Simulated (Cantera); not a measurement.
Charge: 1 mol CH3Cl, 0.22 mol CH4, held at 1573.15 K and 5.70 mbar.

These are equilibrium values from Cantera (NASA tables, ideal gas, pure condensed phases), not measurements of a reactor. Candidate condensed phases: C, C6H6, C7H8, C8H18; 91 gas species. Rates play no part.

Base state: H2 0.590, HCl 0.409, H 0.000414, Cl 0.000229, C2H2 (acetylene) 1.22e-5 (mole fractions); condensed: C(graphite).

Task: What changes in the equilibrium state with this change: temperature from 1573.15 K to 3373 K?

Result: 
| species | before | after |
|---|---|---|
| H | 0.000414 | 0.681 |
| Cl | 0.000229 | 0.179 |
| C | <1e-9 | 0.0591 |
| H2 | 0.590 | 0.0138 |
| HCl | 0.409 | 0.00543 |
| C3 | <1e-9 | 0.0423 |
| C2 | <1e-9 | 0.0163 |
| C2H | <1e-9 | 0.00245 |
| C5 | <1e-9 | 0.000171 |
| CH | <1e-9 | 0.000136 |
| C4 | <1e-9 | 0.000106 |
| C(graphite), mol | 1.22 | 0 |
The tables' values for CCl are old estimates; treat these amounts as uncertain.
